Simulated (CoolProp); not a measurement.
Vapour pressure (kPa) of carbon monoxide: the reference equation beside estimates from Tc = -140.3 °C, pc = 3498 kPa, ω = 0.050.

The numbers come from the reference Helmholtz-energy equation of state, Lemmon 2006 in CoolProp. It is a short technical equation, of lower accuracy than the large ones.

| T (°C) | reference | Lee-Kesler | Soave-Redlich-Kwong |
|---|---|---|---|
| -178.15 | 368.6 | 369.1 | 369.4 |
| -174.35 | ? | ? | 499.8 |
| -170.45 | 661.2 | 661.6 | 665.6 |
| -166.65 | 854.9 | 854.8 | 862.3 |
| -162.85 | ? | 1085 | 1097 |
| -159.05 | 1359 | 1357 | 1375 |
| -155.25 | 1679 | 1675 | 1699 |
| -151.35 | 2059 | ? | 2083 |
| -147.55 | 2487 | ? | 2513 |

**Question.** Fill in the missing entries.

**Answer.** 
- -174.35, reference: 497.6
- -174.35, Lee-Kesler: 498.1
- -162.85, reference: 1086
- -151.35, Lee-Kesler: 2055
- -147.55, Lee-Kesler: 2485

Absolute difference from the reference over all 9 rows, mean and median: Lee-Kesler 0.1 and 0.1 %, Soave-Redlich-Kwong 0.9 and 1.0 %.
